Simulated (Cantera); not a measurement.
Input: 1 mol CuO, 730 mol H2, held at 973.15 K and 1.33 mbar.

Method: chemical equilibrium by Gibbs-energy minimisation in Cantera with the NASA 1993 tables (ideal gas, pure condensed phases). Candidate condensed phases: Cu, CuO, Cu(OH)2, Cu2O, H2O; 12 gas species. Rates play no part.

Problem. What is the equilibrium state?

Solution. 
```
Item                                       Value
-------------------------------------  ---------
x(H2)                                      0.999
x(H2O)                                   0.00137
n(Cu(s))                               1.000 mol
gas amount                             730.0 mol
log10 activity of Cu(OH)2(s) (absent)     -18.44
```
